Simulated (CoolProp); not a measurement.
Values from CoolProp's reference Helmholtz-energy equation of state, Lemmon 2013.

**Question.** For propylene, give the phase and the Joule-Thomson coefficient (K/MPa), isothermal compressibility (1/MPa), conductivity (mW/(m K)), Prandtl number at 63.65 °C and 58.1 bar.

**Answer.** 
- 63.65 °C and 58.1 bar: liquid; Joule-Thomson coefficient 0.505, isothermal compressibility 0.0140, conductivity 97.0, Prandtl number 2.23

Viscosity comes from a separate model (Huber 2003), an estimate that may be off by 10 % or more. Thermal conductivity comes from a separate model (Huber 2003), an estimate that may be off by 10 % or more.
